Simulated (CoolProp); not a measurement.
A Linde-Hampson liquefier for methane: isothermal reversible compression at 200 K from 1 atm to 15 MPa, throttling to 1 atm, return gas leaving the recuperator 2 K below the feed. Each further row changes one setting.

Model: reference Helmholtz-energy equation of state, Setzmann 1991, in CoolProp.

```tsv
case	liquid yield per pass	compression work (kJ/kg of gas)
as stated	0.504	411
high pressure 30 MPa	(withheld)	458
warm-end temperature 230 K	0.366	(withheld)
warm-end gap 7 K	(withheld)	411
```

Task: What belongs in the gaps?

Result: 
- high pressure 30 MPa, liquid yield per pass: 0.506
- warm-end temperature 230 K, compression work (kJ/kg of gas): 520
- warm-end gap 7 K, liquid yield per pass: 0.497
